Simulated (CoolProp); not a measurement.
Carbon monoxide along the isobar 15200 kPa: density (kg/m³) from the reference equation and from simpler models built on Tc = 132.9 K, pc = 3498 kPa, ω = 0.050; each cubic takes its own stable root.

The numbers come from the reference Helmholtz-energy equation of state, Lemmon 2006 in CoolProp. It is a short technical equation, of lower accuracy than the large ones.

| T (K) | phase | reference | van der Waals | Soave-Redlich-Kwong |
|---|---|---|---|---|
| 74 | liquid | 852.1 | 596.1 | 854.9 |
| 86.8 | liquid | 806.3 | 573.2 | 811.3 |
| 99.5 | liquid | 758.8 | 549.3 | 763.0 |
| 112.2 | liquid | 708.5 | 523.9 | 709.3 |
| 125 | liquid | 654.0 | 496.9 | 649.5 |
| 137.7 | supercritical | 595.4 | 468.6 | 584.7 |
| 150.4 | supercritical | 532.4 | 438.7 | 516.5 |
| 163.2 | supercritical | 466.9 | 407.3 | 448.6 |
| 175.9 | supercritical | 405.1 | 375.6 | 387.8 |
| 188.6 | supercritical | 352.1 | 344.2 | 337.6 |
| 201.4 | supercritical | 309.5 | 314.3 | 297.8 |
| 214.1 | supercritical | 276.5 | 287.3 | 267.1 |
| 226.8 | supercritical | 250.5 | 263.6 | 242.8 |
